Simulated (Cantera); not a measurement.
A closed system holds: 1 mol H₂S, 1.1 mol H₂O, 4.6 mol H₂, at 2925 K.

These are equilibrium values from Cantera (NASA tables, ideal gas, pure condensed phases), not measurements of a reactor. Candidate condensed phases: H₂O, H₂SO₄, S; 19 gas species. The ideal-gas law is rough above about 30 bar. Kinetics and transport are ignored.

x: gas mole fraction; nothing condenses.

```tsv
P (Pa)	x H	x H₂	x H₂O	x H₂S	x O	x S	x SH	x SO	x S₂	x OH
10	0.860	0.00475	1.11e-5	1.60e-8	0.0701	0.0643	6.33e-5	0.000529	1.01e-5	0.000627
200	?	?	?	?	?	0.0614	?	?	?	?
3900	0.406	0.414	0.0538	0.000480	0.0100	0.0567	0.0103	0.0260	0.00307	0.0165
77000	?	?	?	?	?	?	?	?	?	?
1500000	0.0271	0.711	0.144	0.0435	4.05e-5	0.00779	0.0363	0.00555	0.0223	0.00172
30000000	0.00601	0.696	0.159	0.109	2.29e-6	0.000994	0.0205	0.000800	0.00726	0.000429
```

Task: Complete the blanks.

Result: 
- 77000, x H: 0.115
- 77000, x H₂: 0.658
- 77000, x H₂O: 0.110
- 77000, x H₂S: 0.00821
- 77000, x O: 0.000655
- 77000, x S: 0.0309
- 77000, x SH: 0.0314
- 77000, x SO: 0.0183
- 77000, x S₂: 0.0180
- 77000, x OH: 0.00605
- 200, x H: 0.781
- 200, x H₂: 0.0785
- 200, x H₂O: 0.00293
- 200, x H₂S: 5.06e-6
- 200, x O: 0.0561
- 200, x SH: 0.00110
- 200, x SO: 0.00809
- 200, x S₂: 0.000185
- 200, x OH: 0.00912
